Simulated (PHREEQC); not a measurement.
## Reverse-osmosis permeate

A made-up water analysis in mg/L, 25 °C, pH 6.11, pe 9.7:

| constituent | mg/L |
|---|---|
| Na | 0.481 |
| K | 0.588 |
| Ca | 2.71 |
| Mg | 0.226 |
| Cl | 5.22 |
| S(6) as SO4 | 0.716 |
| Alkalinity as HCO3 | 1.55 |
| Si as SiO2 | 0.00297 |
| Ni | 0.00161 |
| Zn | 0.0159 |
| Br | 0.00869 |

Valence states are taken as typed.

Computed with PHREEQC (ion-association model, wateq4f.dat).

Precipitation was switched off in this run.

Estimate the charge-balance error.

charge-balance error 0.7 %.

In which forms is S present?

SO4-2 99 %, CaSO4 1.1 % of the S.
